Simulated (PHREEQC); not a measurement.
## Polishing slurry liquid

Consider water at 25 °C with 0.0041 mol/kgw TMAH, 0.0002 mol/kgw H4SiO4 and 5.3e-05 mol/kgw CuSO4. Closed to the air; pH follows from the charge balance.

The numbers come from PHREEQC with the ion-association model, wateq4f.dat.

No solid was allowed to form.

Predict the pH.

pH 11.55.

In which forms is Cu present?

Cu(OH)2 98 %, Cu(OH)3- 2.2 % of the Cu.

Examples of supersaturated solids here: Cu(OH)2, Tenorite (slow to form). Others may be too. (CH3)4N+ isn't in the database: it is added as a free cation with an ion size of 4 Å. The database's constant for dissolved Cu(OH)2 is higher than later reviews accept.
